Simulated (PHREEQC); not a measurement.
PHREEQC input (ion-association model, wateq4f.dat):

```
SOLUTION_MASTER_SPECIES
  Amm  AmmH+  0  AmmH  17.031  # ammonia with no redox link, constants of NH4+
SOLUTION_SPECIES
  AmmH+ = AmmH+
    -log_k 0
  AmmH+ = Amm + H+
    -log_k -9.252
    -delta_h 12.48 kcal
    -analytic 0.6322 -0.001225 -2835.76
    -gamma 2.5 0.0
  AmmH+ + SO4-2 = AmmHSO4-
    -log_k 1.11
    -gamma 5.0 0.0
PHASES
  Amm(g)
    Amm = Amm
    -log_k 1.770
    -delta_h -8.170 kcal
EXCHANGE_SPECIES
  AmmH+ + X- = AmmHX
    -log_k 0.6
SOLUTION 1
  temp 25
  units mol/kgw
  pH 7 charge
  F 0.19057
  Cs 0.00057
SOLUTION 2
  temp 25
  units mol/kgw
  pH 7 charge
  F 0.7774
  Amm 0.0027
  Si 0.042
  B 0.13
  S(6) 0.049
END
SELECTED_OUTPUT 1
  -reset false
  -pH true
  -pe true
  -ionic_strength true
  -water true
  -totals Amm B Cs F S Si S(-2) S(6)
  -molalities H+ H3BO3 Cs+ F- SO4-2 H4SiO4 H3SiO4- H2SiO4-2 H2BO3- HSO4-
    H2S HS- S-2 O2 OH- BF(OH)3- BF2(OH)2- BF3OH- BF4- SiF6-2
    HF HF2- H2F2 AmmH+ Amm AmmHSO4-
  -equilibrium_phases SiO2(a)
PRINT
  -reset false
MIX 1
  1 1
  2 0
EQUILIBRIUM_PHASES 1
  SiO2(a) 0 0
  O2(g) -0.68 10
END
# ... the last block is repeated for the other 10 points of share of solution B
```

Selected output (columns that matter, 11 of 11 rows; share of solution B added in front):

```
share of solution B	pH	mu	Amm	B	Cs	F	S	Si	m_H+	m_Cs+	m_SO4-2	m_HSO4-	m_OH-	m_BF4-
0	1.9948	0.011714	0	0	0.00057	0.19057	0	0	0.011144	0.00057	0	0	1.1044e-12	0
0.1	1.5602	0.03873	0.00026999	0.013	0.00051299	0.24925	0.0048999	0.0041999	0.031857	0.00051299	0.0018935	0.0030032	4.3765e-13	0.012955
0.2	1.3202	0.069153	0.00053998	0.025999	0.00045598	0.30792	0.0097996	0.0083997	0.056916	0.00045598	0.0028495	0.0069419	2.6423e-13	0.025903
0.3	1.1653	0.1001	0.00080995	0.038998	0.00039898	0.3666	0.014699	0.012599	0.082802	0.00039898	0.0035059	0.01118	1.9151e-13	0.03884
0.4	1.0521	0.13114	0.0010799	0.051996	0.00034197	0.42527	0.019598	0.016799	0.10892	0.00034197	0.0040222	0.015558	1.5162e-13	0.051762
0.5	0.96304	0.16218	0.0013499	0.064994	0.00028497	0.48394	0.024498	0.020998	0.13512	0.00028497	0.0044557	0.020018	1.2631e-13	0.06466
0.6	0.88972	0.1932	0.0016198	0.077991	0.00022797	0.54261	0.029397	0.025197	0.16135	0.00022797	0.0048339	0.024533	1.0874e-13	0.077517
0.7	0.82744	0.22418	0.0018898	0.090988	0.00017098	0.60127	0.034296	0.029396	0.18758	0.00017098	0.0051721	0.029088	9.5788e-14	0.090291
0.8	0.77342	0.25505	0.0021597	0.10399	0.00011398	0.65994	0.039195	0.033595	0.21375	0.00011398	0.0054805	0.033673	8.5829e-14	0.10285
0.9	0.7264	0.28546	0.0024297	0.11699	5.6993e-05	0.71863	0.044095	0.037796	0.23946	5.6993e-05	0.0057714	0.038277	7.8021e-14	0.11464
1	0.68673	0.31421	0.0027	0.13	0	0.7774	0.049	0.042	0.26355	0	0.0060652	0.042882	7.1993e-14	0.12463
```

Species that the database lacks are ignored. wateq4f.dat counts part of the HF as a dimer, H2F2, which phreeqc.dat doesn't know; its constant is uncertain. SiF6-2 is the database's only silicon fluoride. Real BF4- forms and hydrolyses slowly; the run takes it at equilibrium.
